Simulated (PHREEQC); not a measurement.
# Brine: an equilibrium model

Solution (25 °C): 4.1 mol/kgw MgCl2, 0.0037 mol/kgw Na2B4O7 and 0.35 mol/kgw KBr. Closed to the air; pH follows from the charge balance.

The numbers come from PHREEQC with the Pitzer model, pitzer.dat.

Each row changes one thing in this solution. Precipitation was switched off in this run.

```json
[
 {"case": "as made", "pH": "5.54", "MgOH+ (mol/kgw)": "0.000226", "SI of Bischofite (MgCl2:6H2O)": "-1.25", "SI of MgCl2_4H2O (MgCl2:4H2O)": "-3.11"},
 {"case": "temperature from 25 to 35 °C", "pH": "5.62", "MgOH+ (mol/kgw)": "0.000482", "SI of Bischofite (MgCl2:6H2O)": "(withheld)", "SI of MgCl2_4H2O (MgCl2:4H2O)": "-3.07"},
 {"case": "KBr left out", "pH": "(withheld)", "MgOH+ (mol/kgw)": "0.000197", "SI of Bischofite (MgCl2:6H2O)": "-1.26", "SI of MgCl2_4H2O (MgCl2:4H2O)": "-3.15"},
 {"case": "Na2B4O7 left out", "pH": "3.66", "MgOH+ (mol/kgw)": "2.95e-6", "SI of Bischofite (MgCl2:6H2O)": "-1.24", "SI of MgCl2_4H2O (MgCl2:4H2O)": "-3.10"},
 {"case": "MgCl2 from 4.1 to 0.41 mol/kgw", "pH": "8.31", "MgOH+ (mol/kgw)": "4.72e-5", "SI of Bischofite (MgCl2:6H2O)": "-6.21", "SI of MgCl2_4H2O (MgCl2:4H2O)": "-8.57"},
 {"case": "MgCl2 from 4.1 to 2.05 mol/kgw", "pH": "7.03", "MgOH+ (mol/kgw)": "(withheld)", "SI of Bischofite (MgCl2:6H2O)": "-3.35", "SI of MgCl2_4H2O (MgCl2:4H2O)": "-5.57"}
]
```

### Question
Some entries are withheld; supply them.

### Answer

- temperature from 25 to 35 °C, SI of Bischofite (MgCl2:6H2O): -1.27
- KBr left out, pH: 5.58
- MgCl2 from 4.1 to 2.05 mol/kgw, MgOH+ (mol/kgw): 0.000107

In brines, pH and single-ion activities rest on the MacInnes convention.
